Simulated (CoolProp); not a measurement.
The numbers come from the reference Helmholtz-energy equation of state, Smukala 2000 in CoolProp.

**Question.** Give the vapour pressure (MPa), vapour density (kg/m³), surface tension (mN/m) of saturated ethylene at 230.2, 235.5, 248.7 K.

**Answer.** 
```json
[
 {"T (K)": "230.2", "p (MPa)": "1.33", "vapour density (kg/m³)": "24.3", "surface tension (mN/m)": "6.61"},
 {"T (K)": "235.5", "p (MPa)": "1.56", "vapour density (kg/m³)": "28.8", "surface tension (mN/m)": "5.83"},
 {"T (K)": "248.7", "p (MPa)": "2.25", "vapour density (kg/m³)": "43.2", "surface tension (mN/m)": "3.96"}
]
```

Surface tension comes from a separate correlation (Mulero 2012).
